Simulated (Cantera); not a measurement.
What does this Cantera script print?

```python
import numpy as np
import cantera as ct

gas_names = """
    C CO COS CO2 CS CS2 C2 C2O C3 C3O2 C4 C5 Mg MgO MgS Mg2 O O2 O3 S SO SO2 SO3 S2 S2O S8
""".split()
cond_names = """
    C(gr) Mg(cr) Mg(L) MgCO3(s) MgO(s) MgO(L) MgS(s) MgSO4(s) MgSO4(L) S(cr1) S(cr2) S(L)
""".split()


def load(file, names, dense=False):
    # The tables refer to 1 bar. Condensed volumes are neglected.
    table = {s.name: s for s in ct.Species.list_from_file(file)}
    out = []
    for n in names:
        d = dict(table[n].input_data)
        d["thermo"] = dict(d["thermo"], **{"reference-pressure": 1e5})
        if dense:
            d["equation-of-state"] = {"model": "constant-volume", "density": "1e6 g/cm^3"}
        out.append(ct.Species.from_dict(d))
    return out


gas = ct.Solution(thermo="ideal-gas", species=load("nasa_gas.yaml", gas_names))
cond = {s.name: ct.Solution(thermo="fixed-stoichiometry", species=[s], name=s.name)
        for s in load("nasa_condensed.yaml", cond_names, dense=True)}
atoms = {
    'MgCO3': {'Mg': 1, 'C': 1, 'O': 3},
    'SO2': {'S': 1, 'O': 2},
    'O2': {'O': 2},
}
top_T = {'C(gr)': 4500, 'MgS(s)': 2250}  # K; cautious upper limits of use, not melting points


def equilibrate(T, P, feed):
    n = {}
    for name, mol in feed.items():
        for a, k in atoms[name].items():
            n[a] = n.get(a, 0.0) + k * mol
    gas.TPX = T, P, n
    mass = sum(n.values()) * gas.mean_molecular_weight
    gas.equilibrate("TP")
    valid = [c for c in cond.values() if c.min_temp <= T <= top_T.get(c.name, c.max_temp)]
    mix = ct.Mixture([(gas, mass / gas.mean_molecular_weight)] + [(c, 0.0) for c in valid])
    mix.T, mix.P = T, P
    mix.equilibrate("TP", solver="vcs", rtol=1e-11, max_steps=5000)
    return mix


results = []
feed = {'MgCO3': 1, 'SO2': 0.28, 'O2': 0.08}  # mol
P = 1333.22  # Pa
for T in [1175, 1250, 1325, 1400, 1475, 1550, 1625, 1700, 1775, 1850]:
    mix = equilibrate(T, P, feed)
    results.append((T, P, feed, dict(zip(mix.species_names, mix.species_moles))))
    x = sorted(zip(gas.X, gas.species_names), reverse=True)
    print(f"T = {T:g} K  P = {P:g} Pa  gas = {mix.phase_moles(0):.4g} mol")
    print("   x: " + "  ".join(f"{s} {v:.3e}" for v, s in x if v > 0.0001))
    print("   condensed (mol): " + ("  ".join(f"{mix.phase(i).name} {mix.phase_moles(i):.4g}"
          for i in range(1, mix.n_phases) if mix.phase_moles(i) > 1e-12) or "none"))
```

It prints:

```
T = 1175 K  P = 1333.22 Pa  gas = 1.359 mol
   x: CO2 7.360e-01  SO2 2.043e-01  O2 5.798e-02  SO3 1.795e-03
   condensed (mol): MgO(s) 1
T = 1250 K  P = 1333.22 Pa  gas = 1.359 mol
   x: CO2 7.357e-01  SO2 2.050e-01  O2 5.835e-02  SO3 9.976e-04
   condensed (mol): MgO(s) 1
T = 1325 K  P = 1333.22 Pa  gas = 1.36 mol
   x: CO2 7.355e-01  SO2 2.054e-01  O2 5.855e-02  SO3 5.920e-04
   condensed (mol): MgO(s) 1
T = 1400 K  P = 1333.22 Pa  gas = 1.36 mol
   x: CO2 7.354e-01  SO2 2.055e-01  O2 5.866e-02  SO3 3.717e-04
   condensed (mol): MgO(s) 1
T = 1475 K  P = 1333.22 Pa  gas = 1.36 mol
   x: CO2 7.353e-01  SO2 2.057e-01  O2 5.875e-02  SO3 2.449e-04
   condensed (mol): MgO(s) 1
T = 1550 K  P = 1333.22 Pa  gas = 1.36 mol
   x: CO2 7.350e-01  SO2 2.057e-01  O2 5.886e-02  CO 2.652e-04  SO3 1.683e-04
   condensed (mol): MgO(s) 1
T = 1625 K  P = 1333.22 Pa  gas = 1.36 mol
   x: CO2 7.343e-01  SO2 2.057e-01  O2 5.909e-02  CO 7.209e-04  SO3 1.199e-04
   condensed (mol): MgO(s) 1
T = 1700 K  P = 1333.22 Pa  gas = 1.361 mol
   x: CO2 7.328e-01  SO2 2.056e-01  O2 5.959e-02  CO 1.785e-03
   condensed (mol): MgO(s) 1
T = 1775 K  P = 1333.22 Pa  gas = 1.363 mol
   x: CO2 7.297e-01  SO2 2.053e-01  O2 6.065e-02  CO 4.061e-03  O 2.042e-04  SO 1.077e-04
   condensed (mol): MgO(s) 1
T = 1850 K  P = 1333.22 Pa  gas = 1.366 mol
   x: CO2 7.234e-01  SO2 2.046e-01  O2 6.270e-02  CO 8.518e-03  O 4.182e-04  SO 2.417e-04
   condensed (mol): MgO(s) 1
```

Cantera equilibrium calculation (NASA polynomials, part measured and part estimated; ideal gas, pure solids and liquids).
